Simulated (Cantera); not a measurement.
**Adiabatic ignition**

An adiabatic, constant-pressure homogeneous reactor starts with CO : H₂ : CH₄ : O₂ : N₂ = 1 : 0.46 : 0.084 : 0.408 : 1.53 (molar parts), at 1350 K and 0.370 bar.

Model: GRI-Mech 3.0 (53 species, 325 reactions), integrated in Cantera.

| t (s) | T (K) | x CO | x H₂ | x CH₄ | x HO₂ | x C₂H₂ | x NO |
|---|---|---|---|---|---|---|---|
| 2.00e-6 | 1350 | 0.287 | 0.132 | 0.0241 | 1.08e-8 | <1e-12 | <1e-12 |
| 7.63e-6 | 1350 | 0.287 | 0.132 | 0.0241 | 3.98e-8 | <1e-12 | <1e-12 |
| 2.91e-5 | 1350 | 0.287 | 0.132 | 0.0241 | 1.65e-7 | <1e-12 | <1e-12 |
| 0.000111 | 1377 | 0.287 | 0.128 | 0.0209 | 5.68e-5 | 1.77e-7 | 7.25e-10 |
| 0.000424 | 2164 | 0.236 | 0.0535 | <1e-12 | 8.34e-7 | <1e-12 | 3.68e-5 |
| 0.00162 | 2506 | 0.243 | 0.0545 | <1e-12 | 5.52e-7 | <1e-12 | 0.000245 |
| 0.00618 | 2626 | 0.245 | 0.0547 | <1e-12 | 4.36e-7 | <1e-12 | 0.000991 |
| 0.0236 | 2624 | 0.245 | 0.0550 | <1e-12 | 4.18e-7 | <1e-12 | 0.00180 |
| 0.0900 | 2624 | 0.245 | 0.0550 | <1e-12 | 4.17e-7 | <1e-12 | 0.00185 |
| 0.343 | 2624 | 0.245 | 0.0550 | <1e-12 | 4.17e-7 | <1e-12 | 0.00185 |
| 1.31 | 2624 | 0.245 | 0.0550 | <1e-12 | 4.17e-7 | <1e-12 | 0.00185 |
| 5.00 | 2624 | 0.245 | 0.0550 | <1e-12 | 4.17e-7 | <1e-12 | 0.00185 |
x: mole fraction; the columns are a selection and need not sum to one.

```json
{
  "time_of_steepest_temperature_rise": "0.144 ms",
  "temperature at 5.00 s": "2624 K",
  "equilibrium_temperature": "2624 K",
  "x(CO) at 5.00 s": "0.245 (gas-phase equilibrium 0.245)",
  "x(H₂) at 5.00 s": "0.0550 (gas-phase equilibrium 0.0550)",
  "x(CH₄) at 5.00 s": "<1e-12 (gas-phase equilibrium <1e-12)"
}
```
